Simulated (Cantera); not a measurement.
Feed: 1 mol SiH2Cl2, 0.32 mol HCl, 49 mol H2, held at 1.00 bar.

These are equilibrium values from Cantera (NASA tables, ideal gas, pure condensed phases), not measurements of a reactor. Candidate condensed phases: Si; 19 gas species. The tables' values for SiCl3 are old estimates; treat these amounts as uncertain. Gases not in the tables: Si2H6 and higher silanes. Kinetics and transport are ignored. All values below are at 1748 K.

Base state: H2 0.959, HCl 0.0358, SiCl2 0.00446, H 0.000224, SiCl3 0.000104, SiH2Cl2 2.68e-5, SiHCl3 2.56e-5, SiH2 1.97e-5 (mole fractions); condensed: Si(l).

**Question.** What changes in the equilibrium state with this change: H2 from 49 to 480 mol?

**Answer.** 
| species | before | after |
|---|---|---|
| H2 | 0.959 | 0.995 |
| HCl | 0.0358 | 0.00466 |
| H | 0.000224 | 0.000228 |
| SiCl2 | 0.00446 | 7.27e-5 |
| SiCl3 | 0.000104 | 2.17e-7 |
| SiHCl3 | 2.56e-5 | 5.43e-8 |
| SiH2Cl2 | 2.68e-5 | 4.53e-7 |
| SiH2 | 1.97e-5 | 2.04e-5 |
| Si(l), mol | 0.761 | 0.952 |
